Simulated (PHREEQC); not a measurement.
# Copper plating or etch bath

Make-up at 10 °C: 0.27 mol/kgw Cu(NO3)2, 0.0069 mol/kgw HBF4 and 0.00022 mol/kgw Na2SO4. Closed to the air; pH follows from the charge balance.

Equilibrium calculation in PHREEQC: ion-association model, phreeqc.dat.

Each row changes one thing in this solution. No solid was allowed to form.

```csv
case,pH,BF4- (mol/kgw),HF (mol/kgw),H3BO3 (mol/kgw),F- (mol/kgw),CuF+ (mol/kgw)
as made,2.25,0.00541,0.00291,0.000970,0.000897,0.000665
diluted 100-fold with water,3.68,2.55e-10,4.85e-5,?,0.000221,6.55e-6
HBF4 from 0.0069 to 0.00621 mol/kgw,2.29,0.00477,0.00277,0.000958,0.000930,0.000690
Cu(NO3)2 from 0.27 to 0.135 mol/kgw,2.25,0.00541,0.00323,0.000980,0.000844,0.000431
Na2SO4 left out,2.25,0.00541,0.00291,0.000970,0.000897,0.000665
Cu(NO3)2 from 0.27 to 0.54 mol/kgw,2.24,0.00546,0.00243,0.000931,0.000962,0.000918
diluted 5-fold with water,2.76,?,0.00158,0.000719,0.00113,0.000326
```

**Question.** Some entries are withheld; supply them.

**Answer.** 
- diluted 100-fold with water, H3BO3 (mol/kgw): 6.90e-5
- diluted 5-fold with water, BF4- (mol/kgw): 0.000528

The ionic strength passes 0.7 mol/kgw, the rough limit of the ion-association models, in as made; HBF4 from 0.0069 to 0.00621 mol/kgw; Na2SO4 left out; Cu(NO3)2 from 0.27 to 0.54 mol/kgw. Constants without temperature data keep their 25 °C values here. Real BF4- forms and hydrolyses slowly; the run takes it at equilibrium.
